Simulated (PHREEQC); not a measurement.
A solution holds 0.0078 mol K2SO4, 7e-05 mol H2SO4 and 0.0091 mol FeCl3 per kg of water, at 25 °C. Closed to the air; pH follows from the charge balance.

Computed with PHREEQC (ion-association model, wateq4f.dat).

The ionic strength comes out as 0.0432 mol/kgw. What activity coefficients do HSO4-, Fe(SO4)2-, FeHSO4+2, FeSO4+, H+ get?

HSO4- 0.83, Fe(SO4)2- 0.83, FeHSO4+2 0.47, FeSO4+ 0.83, H+ 0.86.

Precipitation was switched off in this run. The solution is supersaturated, for example in Jarosite-K, Hematite (slow to form), so a real one may precipitate; this is no full list.
